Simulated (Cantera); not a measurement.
Feed: 1 mol Cu2O, 0.34 mol C, 0.35 mol N2, at 2123.15 K and 5630 Torr.

Method: chemical equilibrium by Gibbs-energy minimisation in Cantera with the NASA 1993 tables (ideal gas, pure condensed phases). Each liquid is taken as pure. Mutual solubility and eutectic melting of coexisting phases are not modelled. Kinetics and transport are ignored.

| species | before | after |
|---|---|---|
| N2 | 0.503 | 0.367 |
| CO2 | 0.480 | 0.351 |
| O2 | 0.00444 | 0.168 |
| Cu | 0.00168 | 0.0947 |
| Cu2 | 1.03e-5 | 0.000579 |
| CuO | 2.93e-5 | 0.00136 |
| O | 3.97e-5 | 0.00183 |
| NO | 0.00122 | 0.00644 |
| CO | 0.00916 | 0.00817 |
| Cu(l), mol | 1.36 | 1.91 |
| Cu2O(l), mol | 0.319 | 0 |
Gas species are given as mole fractions.

Problem. Name the change that produced these shifts.
(A) temperature from 2123.15 K to 2573.15 K
(B) temperature from 2123.15 K to 2425 K
(C) pressure from 5630 Torr to 100 Torr
(D) C from 0.34 to 5.5 mol

Solution. C, pressure from 5630 Torr to 100 Torr
